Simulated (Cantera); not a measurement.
Feed: 1 mol Si3N4, 0.61 mol NF3, equilibrated at 950 K and 0.00110 bar.

Equilibrium computed with Cantera from the NASA thermochemical tables; the gas is ideal and each condensed phase is pure. Candidate condensed phases: Si, Si3N4; 16 gas species. The tables' values for SiF3 are old estimates; treat these amounts as uncertain. The numbers say what is thermodynamically allowed, not how fast it happens.

Base state: N2 0.571, SiF4 0.429, SiF3 3.07e-5 (mole fractions); condensed: Si3N4(s).

Q: What changes in the equilibrium state with this change: NF3 from 0.61 to 6 mol?

A: 
| species | before | after |
|---|---|---|
| N2 | 0.571 | 0.372 |
| F | <1e-9 | 0.362 |
| SiF4 | 0.429 | 0.223 |
| F2 | <1e-9 | 0.0424 |
| SiF3 | 3.07e-5 | <1e-9 |
| Si3N4(s), mol | 0.847 | 0 |
